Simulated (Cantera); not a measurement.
Feed: 1 mol B, 0.054 mol O2, 0.52 mol H2, held at 88.0 mbar.

Cantera equilibrium calculation (NASA polynomials, part measured and part estimated; ideal gas, pure solids and liquids). Candidate condensed phases: B, B2O3, B3O3H3, H2O; 23 gas species. The tables' values for BH2 are old estimates; treat these amounts as uncertain. The numbers say what is thermodynamically allowed, not how fast it happens. All values below are at 1725 K.

Base state: H2 0.868, HBO 0.0824, B2O2 0.0344, B2O3 0.00935, HBO2 0.00285, B3O3H3 0.00112, BO 0.00108, H 0.000583 (mole fractions); condensed: B(s).

What changes in the equilibrium state with this change: O2 from 0.054 to 0.13 mol?


```json
[
 {"species": "H2", "before": "0.868", "after": "0.846"},
 {"species": "HBO", "before": "0.0824", "after": "0.0910"},
 {"species": "B2O2", "before": "0.0344", "after": "0.0431"},
 {"species": "B2O3", "before": "0.00935", "after": "0.0131"},
 {"species": "B3O3H3", "before": "0.00112", "after": "0.00151"},
 {"species": "HBO2", "before": "0.00285", "after": "0.00352"},
 {"species": "BO", "before": "0.00108", "after": "0.00120"},
 {"species": "B(s), mol", "before": "0.899", "after": "0.792"},
 {"species": "B2O3(l), mol", "before": "0", "after": "0.0423"}
]
```
Mutual solubility and eutectic melting of coexisting phases are not modelled.
